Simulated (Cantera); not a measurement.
A Cantera script and its output.

```python
import numpy as np
import cantera as ct

gas = ct.Solution("gri30.yaml")
gas.TPX = 1500, 98000, {'CH4': 1, 'CO2': 0.68, 'H2': 0.06}
reactor = ct.IdealGasConstPressureReactor(gas, energy="off", clone=False)
net = ct.ReactorNet([reactor])
net.rtol, net.atol = 1e-08, 1e-18
show = ['CH4', 'CO2', 'H2', 'H2O2', 'HO2', 'H2O', 'C2H6']
times = np.geomspace(1e-05, 2, 11)

steps = ct.SolutionArray(gas, extra=["t"])
rows = []
print(f"{'t/s':>10s}{'T/K':>9s}{'P/Pa':>11s}" + "".join(f"{s:>11s}" for s in show))
for t in times:
    while net.time < t:
        t_next = net.step()
        steps.append(gas.state, t=t_next)
    rows.append([np.interp(t, steps.t, y) for y in (steps.T, steps.P, *steps(*show).X.T)])
    print(f"{t:10.3e}{rows[-1][0]:9.1f}{rows[-1][1]:11.4g}" + "".join(f"{x:11.3e}" for x in rows[-1][2:]))
rate = np.gradient(steps.T, steps.t)
print("integrator steps:", len(steps.t))
if steps.T.max() > steps.T[0] + 200:
    print(f"time of steepest temperature rise: {steps.t[rate.argmax()]:.4e} s")
gas.TPX = 1500, 98000, {'CH4': 1, 'CO2': 0.68, 'H2': 0.06}
gas.equilibrate("TP")
print(f"equilibrium (TP): T = {gas.T:.1f} K  " + "  ".join(f"{s} {gas[s].X[0]:.3e}" for s in show))
```

Output:

```
       t/s      T/K       P/Pa        CH4        CO2         H2       H2O2        HO2        H2O       C2H6
 1.000e-05   1500.0    9.8e+04  5.747e-01  3.908e-01  3.449e-02  5.759e-19  5.911e-18  3.274e-08  3.186e-09
 3.389e-05   1500.0    9.8e+04  5.747e-01  3.908e-01  3.449e-02  2.853e-18  2.175e-17  1.778e-07  1.232e-07
 1.149e-04   1500.0    9.8e+04  5.746e-01  3.908e-01  3.452e-02  9.521e-18  6.125e-17  1.312e-06  4.146e-06
 3.893e-04   1500.0    9.8e+04  5.744e-01  3.908e-01  3.462e-02  1.674e-17  9.138e-17  9.289e-06  6.511e-05
 1.320e-03   1500.0    9.8e+04  5.736e-01  3.907e-01  3.503e-02  2.190e-17  1.058e-16  4.661e-05  3.301e-04
 4.472e-03   1500.0    9.8e+04  5.703e-01  3.902e-01  3.702e-02  3.544e-17  1.331e-16  2.259e-04  9.841e-04
 1.516e-02   1500.0    9.8e+04  5.557e-01  3.867e-01  4.776e-02  7.429e-17  1.995e-16  1.133e-03  1.424e-03
 5.137e-02   1500.0    9.8e+04  5.064e-01  3.703e-01  8.791e-02  2.551e-16  4.227e-16  5.795e-03  1.030e-03
 1.741e-01   1500.0    9.8e+04  3.925e-01  3.165e-01  1.703e-01  1.536e-15  1.033e-15  3.032e-02  5.220e-04
 5.901e-01   1500.0    9.8e+04  2.168e-01  1.842e-01  2.468e-01  1.218e-14  1.540e-15  1.167e-01  1.855e-04
 2.000e+00   1500.0    9.8e+04  8.210e-02  6.115e-02  3.022e-01  3.769e-14  8.778e-16  1.844e-01  4.933e-05
integrator steps: 1168
equilibrium (TP): T = 1500.0 K  CH4 4.584e-02  CO2 1.586e-06  H2 5.108e-01  H2O2 1.955e-23  HO2 3.629e-25  H2O 5.023e-06  C2H6 1.396e-05
```

Model: GRI-Mech 3.0 (53 species, 325 reactions), integrated in Cantera.
